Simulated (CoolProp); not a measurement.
R124 at 293.15 K and 0.161 MPa is throttled through a valve to 0.0941 MPa with no heat exchange. Each further row changes one setting.

The numbers come from the reference Helmholtz-energy equation of state, de Vries 1995 in CoolProp.

```
case                        temperature change (K)  final density (kg/m³)
--------------------------  ----------------------  ---------------------
as stated                                     -1.7                   5.44
outlet pressure 0.0282 MPa                    -3.3                   1.61
outlet pressure 0.122 MPa                     -1.0                   7.10
```
